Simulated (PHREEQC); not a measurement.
0.15 g of hydrous ferric oxide (600 m²/g; 0.2 weak and 0.005 strong sites per Fe, Dzombak-Morel constants, diffuse double layer) in 1 kg of water with 0.1 mol/kgw of an inert sodium salt and 9.7e-06 mol/kgw Ag2SO4, at 25 °C; the pH is set by adding NaOH or the inert anion's acid. Oxygen is held at 0.21 atm. CO2 from the air is kept out. No solid was allowed to form.

Equilibrium calculation in PHREEQC: ion-association model, wateq4f.dat.

| pH | S sorbed (%) | Ag sorbed (%) | surface charge σ (C/m²) | surface potential ψ (mV) |
|---|---|---|---|---|
| 3 | 97.3 | 0.0 | 0.344 | 150 |
| 3.5 | 97.1 | 0.0 | 0.331 | 148 |
| 4 | 96.3 | 0.0 | 0.304 | 144 |
| 4.5 | 93.8 | 0.1 | 0.259 | 136 |
| 5 | 86.9 | 0.5 | 0.204 | 124 |
| 5.5 | 69.7 | 2.0 | 0.152 | 109 |
| 6 | [?] | 6.4 | 0.108 | 92 |
| 6.5 | 13.9 | 15.5 | 0.073 | 73 |
| 7 | [?] | 27.2 | 0.044 | 52 |
| 7.5 | 0.5 | 37.3 | 0.022 | 29 |
| 8 | 0.1 | [?] | 0.004 | 5 |
| 8.5 | 0.0 | 56.0 | -0.014 | [?] |
| 9 | 0.0 | 71.0 | -0.034 | -42 |

Question: Complete the blanks.

Answer: 
- 6, S sorbed (%): 40.0
- 7, S sorbed (%): 3.1
- 8, Ag sorbed (%): 45.6
- 8.5, surface potential ψ (mV): -19

Species that the database lacks are ignored. The oxide is taken as insoluble; below pH 4 it would dissolve.
